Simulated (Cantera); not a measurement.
Charge: 1 mol AlN, 110 mol H2, held at 1330 Pa.

These are equilibrium values from Cantera (NASA tables, ideal gas, pure condensed phases), not measurements of a reactor. Candidate condensed phases: Al, AlN; 13 gas species. The numbers say what is thermodynamically allowed, not how fast it happens.

Task: Which condensed phases are stable at each of these points (T (K)): 900, 1050, 1200, 1350, 1500, 1650, 1800, 1950, 2100?

Result: 
```csv
T (K),condensed phases,Al condensed (%)
900,AlN(s),100.0
1050,AlN(s),100.0
1200,AlN(s),100.0
1350,AlN(s),100.0
1500,AlN(s),99.8
1650,AlN(s),96.2
1800,AlN(s),51.3
1950,gas only,0.0
2100,gas only,0.0
```

From 900 K to 1800 K the condensed part is AlN(s). From 1950 K to 2100 K nothing is condensed.
